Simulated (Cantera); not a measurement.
# Sublimation and decomposition of ceramics: Si₃N₄ + Si + H₂

A closed system holds: 1 mol Si₃N₄, 0.0074 mol Si, 1.8 mol H₂, at 0.000580 bar.

Equilibrium computed with Cantera from the NASA thermochemical tables; the gas is ideal and each condensed phase is pure. Candidate condensed phases: Si, Si₃N₄; 18 gas species. Mutual solubility and eutectic melting of coexisting phases are not modelled. The tables' values for SiN are old estimates; treat these amounts as uncertain. Gases not in the tables: Si₂H₆ and higher silanes. Rates play no part.

```
T (°C)   x N₂    x H₂      x Si      x H     x Si₂     x SiH     x SiN  n Si(s)  n Si₃N₄(s)  n Si(l)
------  -----  ------  --------  -------  --------  --------  --------  -------  ----------  -------
1325    0.498   0.500  0.000161  0.00156   3.97e-7   6.03e-6   2.38e-6     2.69       0.105        0
1425    0.525   0.470   0.00113  0.00412   4.93e-6   2.91e-5   1.20e-5        0           0     3.00
1525    0.521   0.464   0.00532  0.00996   3.19e-5  0.000100   4.12e-5        0           0     2.99
1625    0.509   0.447    0.0212   0.0217  0.000169  0.000298  0.000122        0           0     2.92
1725    0.475   0.406    0.0733   0.0425  0.000756  0.000767  0.000318        0           0     2.68
1825    0.386   0.311     0.225   0.0713   0.00292   0.00165  0.000702        0           0     1.78
1925    0.280   0.200     0.408    0.103   0.00426   0.00195  0.000882        0           0        0
2025    0.271   0.163     0.401    0.161   0.00196   0.00144  0.000706        0           0        0
2125    0.261   0.121     0.389    0.227  0.000933   0.00101  0.000565        0           0        0
2225    0.251  0.0797     0.376    0.292  0.000466  0.000677  0.000458        0           0        0
2325    0.243  0.0472     0.365    0.343  0.000246  0.000437  0.000379        0           0        0
```
x: gas mole fraction; n: condensed amount in mol.

At 1325 °C the condensed part is Si(s) + Si₃N₄(s). From 1425 °C to 1825 °C the condensed part is Si(l). From 1925 °C to 2325 °C nothing is condensed. The main Si-bearing gas is Si throughout.
